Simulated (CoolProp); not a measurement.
Vapour-liquid equilibrium of hydrogen sulfide (1) + toluene (2) at 48.65 °C; x and y are mole fractions of (1).

Model: multi-fluid Helmholtz-energy mixture model, Lemmon 2006 and Lemmon 2006; pair parameters Bell 2016, in CoolProp.

| x | bubble pressure, mixture model (MPa) | bubble pressure, Raoult's law (MPa) | y, mixture model | y, Raoult's law |
|---|---|---|---|---|
| 0.05 | [?] | 0.1837 | 0.933 | 0.940 |
| 0.125 | 0.3837 | 0.4417 | [?] | 0.977 |
| 0.2 | 0.5775 | 0.6998 | 0.980 | 0.987 |
| 0.275 | [?] | 0.9579 | 0.985 | 0.991 |
| 0.35 | [?] | 1.216 | 0.989 | 0.994 |
| 0.425 | 1.177 | 1.474 | 0.991 | 0.995 |
| 0.5 | 1.406 | 1.732 | [?] | 0.997 |
| 0.575 | 1.656 | 1.990 | 0.995 | 0.998 |
| 0.65 | [?] | 2.248 | 0.996 | 0.998 |
| 0.725 | 2.223 | 2.506 | 0.997 | 0.999 |
| 0.8 | [?] | 2.764 | 0.998 | 0.999 |
| 0.875 | 2.865 | 3.023 | 0.999 | 1.000 |
| 0.95 | 3.210 | 3.281 | 0.999 | 1.000 |

Question: Fill in the missing entries.

Answer: 
- 0.05, bubble pressure, mixture model (MPa): 0.1724
- 0.125, y, mixture model: 0.970
- 0.275, bubble pressure, mixture model (MPa): 0.7682
- 0.35, bubble pressure, mixture model (MPa): 0.9656
- 0.5, y, mixture model: 0.993
- 0.65, bubble pressure, mixture model (MPa): 1.929
- 0.8, bubble pressure, mixture model (MPa): 2.536

The largest gap from Raoult's law is -20.6 % in bubble pressure, at x = 0.35. No azeotrope shows between x = 0.05 and 0.95.

Pair parameters are fitted to limited data, so mixtures are less certain than the pure fluids.
